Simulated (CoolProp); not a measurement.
Ethanol at several states: density (kg/m³) from the reference equation and from simpler models built on Tc = 241.6 °C, pc = 6268 kPa, ω = 0.644; each cubic takes its own stable root.

Model: reference Helmholtz-energy equation of state, Schroeder 2014, in CoolProp.

```
T (°C)  p (kPa)   phase  reference
------  -------  ------  ---------
-63.55    15100  liquid      869.0
107.55      422  liquid      705.8
198.55      856     gas      10.77
```

Task: How far does each simpler model (Soave-Redlich-Kwong, Peng-Robinson) lie from the reference over these 3 states: mean and median of the absolute difference, and the worst?

Result: 
- Soave-Redlich-Kwong: mean 11.1 %, median 16.3 %, worst -16.8 % at -63.55 °C and 15100 kPa
- Peng-Robinson: mean 4.4 %, median 5.3 %, worst -7.0 % at -63.55 °C and 15100 kPa
